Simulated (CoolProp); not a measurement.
Cyclopentane along the isotherm 360.2 K: density (kg/m³) from the reference equation and from simpler models built on Tc = 511.7 K, pc = 45.83 bar, ω = 0.202; each cubic takes its own stable root.

Model: reference Helmholtz-energy equation of state, Gedanitz 2015, in CoolProp.

```
p (bar)   phase  reference
-------  ------  ---------
0.0725      gas     0.1701
0.122       gas     0.2865
0.206       gas     0.4848
0.348       gas     0.8217
0.588       gas      1.397
0.992       gas      2.380
1.67        gas      4.077
2.82        gas      7.109
4.77     liquid      674.9
8.05     liquid      675.5
13.6     liquid      676.4
22.9     liquid      678.0
```

Task: How far does each simpler model (van der Waals, Redlich-Kwong) lie from the reference over these 12 states: mean and median of the absolute difference, and the worst?

Result: 
- van der Waals: mean 22.8 %, median 1.3 %, worst -98.2 % at 360.2 K and 4.77 bar
- Redlich-Kwong: mean 2.8 %, median 0.6 %, worst -7.7 % at 360.2 K and 4.77 bar

At some of these states van der Waals gives the other phase, because its saturation line lies elsewhere.
